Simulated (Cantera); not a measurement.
Input: 1 mol SiCl₄, 0.61 mol HCl, 1.7 mol H₂, at 602 °C and 75.0 Torr.

These are equilibrium values from Cantera (NASA tables, ideal gas, pure condensed phases), not measurements of a reactor. Candidate condensed phases: Si; 19 gas species. The tables' values for SiCl₃ are old estimates; treat these amounts as uncertain. Rates play no part.

Base state: H₂ 0.512, SiCl₄ 0.300, HCl 0.186, SiHCl₃ 0.00181, SiCl₃ 2.21e-5 (mole fractions); condensed: gas only.

Question: What changes in the equilibrium state with this change: H₂ from 1.7 to 0.44 mol?

Answer: 
| species | before | after |
|---|---|---|
| SiCl₄ | 0.300 | 0.487 |
| HCl | 0.186 | 0.298 |
| H₂ | 0.512 | 0.214 |
| SiHCl₃ | 0.00181 | 0.000764 |
| SiCl₃ | 2.21e-5 | 1.44e-5 |

Question: What changes in the equilibrium state with this change: temperature from 602 °C to 327 °C?

Answer: 
```csv
species,before,after
H₂,0.512,0.514
SiCl₄,0.300,0.302
HCl,0.186,0.184
SiCl₃,2.21e-5,<1e-9
SiHCl₃,0.00181,2.31e-5
```

Question: What changes in the equilibrium state with this change: 0.062 mol NH₃ added?

Answer: 
```csv
species,before,after
H₂,0.512,0.495
SiCl₄,0.300,0.277
HCl,0.186,0.226
N₂,0,0.000958
SiHCl₃,0.00181,0.00132
SiCl₃,2.21e-5,1.64e-5
"Si₃N₄(s), mol",0,0.0138
```
Further candidate phases: NH₄Cl, Si₃N₄.
